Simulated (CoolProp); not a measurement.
Saturated liquid density (kg/m³) of R13: the reference equation beside estimates from Tc = 303.0 K, pc = 3.973 MPa, ω = 0.175.

Computed with CoolProp (reference Helmholtz-energy equation of state, Platzer 1990). This equation is an older, rougher fit; its heat capacities, sound speeds and derivatives of the liquid may be far off and weren't checked against measurements.

| T (K) | reference | van der Waals | Redlich-Kwong | Soave-Redlich-Kwong | Peng-Robinson |
|---|---|---|---|---|---|
| 182.3 | 1556 | 1014 | 1493 | 1519 | 1715 |
| 185.6 | 1543 | 1007 | 1480 | 1507 | 1702 |
| 188.9 | 1531 | 998.9 | 1466 | 1494 | 1688 |
| 192.1 | 1519 | 991.2 | 1453 | 1482 | 1675 |
| 195.4 | 1506 | 983.2 | 1439 | 1469 | 1661 |
| 198.6 | 1494 | 975.3 | 1425 | 1456 | 1647 |
| 201.9 | 1481 | 967.0 | 1410 | 1442 | 1632 |
| 205.2 | 1468 | 958.5 | 1396 | 1428 | 1616 |
| 208.4 | 1455 | 950.1 | 1381 | 1414 | 1601 |
| 211.7 | 1441 | 941.3 | 1365 | 1399 | 1585 |
| 215 | 1427 | 932.3 | 1349 | 1384 | 1568 |
| 218.2 | 1414 | 923.4 | 1333 | 1369 | 1551 |
| 221.5 | 1400 | 914.1 | 1317 | 1353 | 1533 |

Absolute difference from the reference over all 13 rows, mean and median: van der Waals 34.7 and 34.7 %, Redlich-Kwong 4.8 and 4.8 %, Soave-Redlich-Kwong 2.7 and 2.6 %, Peng-Robinson 10.1 and 10.2 %.
